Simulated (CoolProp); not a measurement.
Values from CoolProp's reference Helmholtz-energy equation of state, de Reuck 1993.

Q: Give the vapour pressure (MPa), vapour density (kg/m³), enthalpy of vaporisation (kJ/kg), liquid cp (kJ/(kg K)) of saturated methanol at 416.8, 457.7, 465.9 K.

A: 
| T (K) | p (MPa) | vapour density (kg/m³) | enthalpy of vaporisation (kJ/kg) | liquid cp (kJ/(kg K)) |
|---|---|---|---|---|
| 416.8 | 1.19 | 13.6 | 885 | 3.73 |
| 457.7 | 2.98 | 36.8 | 701 | 4.63 |
| 465.9 | 3.51 | 44.3 | 660 | 4.93 |
